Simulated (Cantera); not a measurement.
Input (Python, Cantera):

```python
import numpy as np
import cantera as ct

gas = ct.Solution("h2o2.yaml")
gas.TPX = 423, 220000, {'H2': 1, 'O2': 0.333, 'N2': 1.25}
flame = ct.FreeFlame(gas, width=0.023)
flame.set_refine_criteria(ratio=3, slope=0.08, curve=0.16)
flame.transport_model = "mixture-averaged"
flame.solve(loglevel=0, auto=True)
flame.transport_model = "multicomponent"
flame.soret_enabled = False
flame.solve(loglevel=0, refine_grid=True)
z, T = flame.grid, flame.T
thick = (T[-1] - T[0]) / np.gradient(T, z).max()
show = ['H2', 'O2', 'H2O', 'H', 'O', 'HO2']
print(f"laminar burning velocity  {flame.velocity[0] * 100:.3f} cm/s")
print(f"burnt temperature         {T[-1]:.1f} K")
print(f"thermal thickness         {thick * 1e3:.4f} mm")
print(f"grid points               {len(z)}")
z0 = z[flame.heat_release_rate.argmax()]
print(f"{'z/mm':>9s}{'T/K':>9s}{'u/(m/s)':>9s}" + "".join(f"{s:>11s}" for s in show))
rows = []
for k in (-3, -2, -1.5, -1, -0.5, -0.25, 0, 0.25, 0.5, 1, 2, 4, 8):
    zz = z0 + k * thick
    rows.append([k * thick, np.interp(zz, z, T), np.interp(zz, z, flame.velocity),
                 *(np.interp(zz, z, flame.X[gas.species_index(s)]) for s in show)])
    print(f"{rows[-1][0] * 1e3:9.3f}{rows[-1][1]:9.1f}{rows[-1][2]:9.3f}" + "".join(f"{x:11.3e}" for x in rows[-1][3:]))
```

Output:

```
laminar burning velocity  518.361 cm/s
burnt temperature         2345.8 K
thermal thickness         0.1370 mm
grid points               115
     z/mm      T/K  u/(m/s)         H2         O2        H2O          H          O        HO2
   -0.411    423.0    5.184  3.871e-01  1.289e-01  4.920e-12  3.097e-16  1.629e-13  7.827e-13
   -0.274    423.0    5.184  3.871e-01  1.289e-01  8.163e-10  3.809e-14  1.989e-11  1.596e-10
   -0.205    423.0    5.184  3.871e-01  1.289e-01  8.495e-09  3.617e-13  1.784e-10  1.851e-09
   -0.137    423.2    5.185  3.870e-01  1.289e-01  7.053e-07  1.022e-10  9.134e-09  2.119e-07
   -0.068    447.3    5.440  3.817e-01  1.296e-01  6.094e-04  1.442e-05  3.460e-06  2.177e-04
   -0.034    738.6    8.724  3.462e-01  1.229e-01  2.308e-02  3.897e-03  2.250e-04  4.978e-04
    0.000   1203.3   13.737  2.610e-01  9.104e-02  9.779e-02  2.748e-02  2.515e-03  1.862e-04
    0.034   1532.1   17.221  1.723e-01  4.026e-02  1.949e-01  5.536e-02  5.101e-03  7.278e-05
    0.068   1699.3   18.970  1.339e-01  1.422e-02  2.440e-01  6.443e-02  4.648e-03  2.450e-05
    0.137   1850.3   20.485  1.243e-01  4.065e-03  2.653e-01  5.805e-02  3.449e-03  6.712e-06
    0.274   1989.9   21.829  1.289e-01  2.162e-03  2.729e-01  4.410e-02  2.302e-03  3.442e-06
    0.548   2114.0   22.986  1.339e-01  1.182e-03  2.797e-01  3.082e-02  1.286e-03  1.870e-06
    1.096   2210.5   23.858  1.377e-01  5.529e-04  2.856e-01  2.020e-02  6.069e-04  9.064e-07
```

Model: the H2/O2 subset of GRI-Mech 3.0, which has no nitrogen chemistry, integrated in Cantera. The hydrogen kinetics of GRI-Mech 3.0 are dated; newer H2 mechanisms differ, most at raised pressure. Burning velocities carry a grid error of a few per cent, more on coarse grids.
